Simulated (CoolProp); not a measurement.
Vapour-liquid equilibrium of fluoroethane (R161) (1) + R1234yf (2) at 1.24 kPa; x and y are mole fractions of (1).

Model: multi-fluid Helmholtz-energy mixture model, Wu 2012 and Lemmon 2022; pair parameters Bell 2016, in CoolProp.

```tsv
x	bubble temperature, mixture model (K)	bubble temperature, Raoult's law (K)	y, mixture model	y, Raoult's law
0.05	175.2	175.4	___	0.083
0.2	173.7	174.4	___	0.301
0.35	172.6	173.5	___	0.482
0.5	171.8	172.6	___	0.634
0.65	___	171.8	0.750	0.764
0.8	___	171.0	0.853	0.875
0.95	170.2	170.3	___	0.971
```

Fill in the missing entries.


- 0.05, y, mixture model: 0.102
- 0.2, y, mixture model: 0.340
- 0.35, y, mixture model: 0.510
- 0.5, y, mixture model: 0.641
- 0.65, bubble temperature, mixture model (K): 171.1
- 0.8, bubble temperature, mixture model (K): 170.6
- 0.95, y, mixture model: 0.960

The largest gap from Raoult's law is -0.9 K in bubble temperature, at x = 0.35. No azeotrope shows between x = 0.05 and 0.95.

Pair parameters are fitted to limited data, so mixtures are less certain than the pure fluids.
